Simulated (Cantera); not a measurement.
A perfectly stirred reactor is fed with 33.9 % CH4, 66.1 % N2, at 495 Torr; it is held at 1950 K, and followed from long to short residence time.

Cantera simulation using GRI-Mech 3.0 (53 species, 325 reactions); the numbers are that mechanism's predictions, not measurements. GRI-Mech 3.0 stops at C3 and has no aromatics, soot or wall deposition, so with more carbon than oxygen in the feed, carbon stays in small species such as C2H2 where larger ones or solid carbon would form.

x: mole fraction; the columns are a selection and need not sum to one.

| τ (s) | x CH4 | x HCN | x CH3 | x H2 | x C2H |
|---|---|---|---|---|---|
| 2.6 | 0.00270 | 0.000394 | 0.000123 | 0.376 | 4.51e-6 |
| 1.3 | 0.00366 | 0.000258 | 0.000166 | 0.374 | 4.48e-6 |
| 0.67 | 0.00501 | 0.000173 | 0.000226 | 0.373 | 4.44e-6 |
| 0.34 | 0.00699 | 0.000115 | 0.000312 | 0.371 | 4.38e-6 |
| 0.17 | [?] | [?] | [?] | 0.367 | 4.29e-6 |
| 0.087 | 0.0140 | 4.81e-5 | 0.000606 | 0.363 | 4.17e-6 |
| 0.044 | [?] | [?] | [?] | 0.356 | 4.01e-6 |
| 0.022 | 0.0284 | 1.90e-5 | 0.00118 | 0.346 | 3.81e-6 |
| 0.011 | 0.0407 | 1.17e-5 | 0.00163 | 0.332 | 3.55e-6 |
| 0.0058 | 0.0562 | 7.32e-6 | 0.00218 | 0.314 | 3.26e-6 |
| 0.0029 | 0.0788 | 4.28e-6 | 0.00295 | 0.287 | 2.89e-6 |

Question: Complete the blanks.

Answer: 
- 0.17, x CH4: 0.00991
- 0.17, x HCN: 7.43e-5
- 0.17, x CH3: 0.000437
- 0.044, x CH4: 0.0199
- 0.044, x HCN: 3.05e-5
- 0.044, x CH3: 0.000843
